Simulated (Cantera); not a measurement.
## Ignition delay

Mixture: CH3OH : O2 : N2 = 1 : 2.38 : 8.95 (molar parts), equivalence ratio 0.63, at 25.0 bar, adiabatic and at constant volume. Ignition delay is the time to a rise of 400 K.

Computed with Cantera and GRI-Mech 3.0 (53 species, 325 reactions). GRI-Mech 3.0 was tuned for natural gas; its chemistry of methanol as a main component is partial and can be far from experiment. The pressure lies above the range GRI-Mech 3.0 was tuned for (to about 10 atm).

```
T0 (K)  delay (ms)
------  ----------
1123          3.52
1198         0.896
1273         0.270
1348        0.0945
1423        0.0378
1498        0.0170
1573       0.00846
1648       0.00457
1723       0.00263
```

```json
{
 "apparent activation energy between 1573 and 1723 K": "180 kJ/mol"
}
```
